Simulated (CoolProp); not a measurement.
Vapour-liquid equilibrium of ethane (1) + C2F6 (R116) (2) at 0.343 MPa; x and y are mole fractions of (1).

Model: multi-fluid Helmholtz-energy mixture model, Bücker 2006 and Lemmon 2006; pair parameters Bell 2016, in CoolProp.

**Question.** Give the bubble temperature and the first vapour's composition at x = 0.55, 0.75, 0.95. Is there an azeotrope?

**Answer.** x = 0.55: -67.5 °C, y = 0.657; x = 0.75: -67.6 °C, y = 0.700; x = 0.95: -65.0 °C, y = 0.868. y crosses x between x = 0.65 and 0.75: the model has an azeotrope there.

The pair parameters rest on a limited set of measurements; away from them the model extrapolates. With so large a gap from Raoult's law the liquid may split in two, which this calculation doesn't test in full.
